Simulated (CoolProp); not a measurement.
A closed Brayton cycle with nitrogen: compressor inlet 313.15 K and 2.7 MPa, high pressure 5.32 MPa, turbine inlet 820 K, compressor efficiency 0.89, turbine efficiency 0.85, recuperator effectiveness 0 (on enthalpy, no pinch check). Each further row changes one setting.

Values from CoolProp's reference Helmholtz-energy equation of state, Span 2000.

```json
[
 {"case": "as stated", "thermal efficiency (%)": "10.9", "net work (kJ/kg)": "51.6", "compressor to turbine work": "0.60", "compressor exit (K)": "389.1", "turbine exit (K)": "704.5"},
 {"case": "turbine inlet 770 K", "thermal efficiency (%)": "10.5", "net work (kJ/kg)": "43.6", "compressor to turbine work": "0.64", "compressor exit (K)": "389.1", "turbine exit (K)": "660.5"},
 {"case": "compressor inlet 323.15 K", "thermal efficiency (%)": "10.7", "net work (kJ/kg)": "49.0", "compressor to turbine work": "0.62", "compressor exit (K)": "401.5", "turbine exit (K)": "704.5"},
 {"case": "high pressure 4.52 MPa", "thermal efficiency (%)": "8.7", "net work (kJ/kg)": "42.7", "compressor to turbine work": "0.58", "compressor exit (K)": "369.5", "turbine exit (K)": "730.7"},
 {"case": "recuperator effectiveness 0.5", "thermal efficiency (%)": "17.0", "net work (kJ/kg)": "51.6", "compressor to turbine work": "0.60", "compressor exit (K)": "389.1", "turbine exit (K)": "704.5"}
]
```
